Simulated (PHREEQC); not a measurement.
Make-up at 20 °C: 3.1 mmol/kgw MgCl2, 0.099 mmol/kgw Na2CO3 and 28 mmol/kgw KCl. Closed to the air; pH follows from the charge balance.

Equilibrium calculation in PHREEQC: ion-association model, wateq4f.dat.

No solid was allowed to form.

Q: What pH does the model give?

A: pH 9.70.

Q: In which forms is C present?

A: HCO3- 62 %, CO3-2 22 %, MgCO3 15 %, MgHCO3+ 1.1 % of the C.

Examples of supersaturated solids here: Magnesite (slow to form). Others may be too.
